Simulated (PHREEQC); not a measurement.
Dissolve 0.3 mmol/kgw HCl, 0.38 mmol/kgw FeCl3 and 0.022 mmol/kgw MnSO4 at 20 °C. Closed to the air; pH follows from the charge balance.

Computed with PHREEQC (ion-association model, phreeqc.dat).

Precipitation was switched off in this run.

**Question.** Predict the pH.

**Answer.** pH 3.17.

**Question.** In which forms is S present?

**Answer.** SO4-2 77 %, FeSO4+ 19 %, HSO4- 4.0 % of the S.

Examples of supersaturated solids here: Fe(OH)3(a), Hematite (slow to form). Others may be too. Complexes and solids missing from the database can't appear.
